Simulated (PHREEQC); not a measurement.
Make-up at 25 °C: 0.26 mol Pb(NO3)2, 0.00011 mol NaCl and 0.029 mol Na2SO4 per kg of water. Closed to the air; pH follows from the charge balance.

The numbers come from PHREEQC with the ion-association model, phreeqc.dat.

No solid was allowed to form.

**Question.** What pH does the model give?

**Answer.** pH 4.17.

**Question.** In which forms is Cl present?

**Answer.** PbCl+ 51 %, Cl- 49 % of the Cl.

Saturation is exceeded, for instance for Anglesite; the values hold only as long as no solid forms.
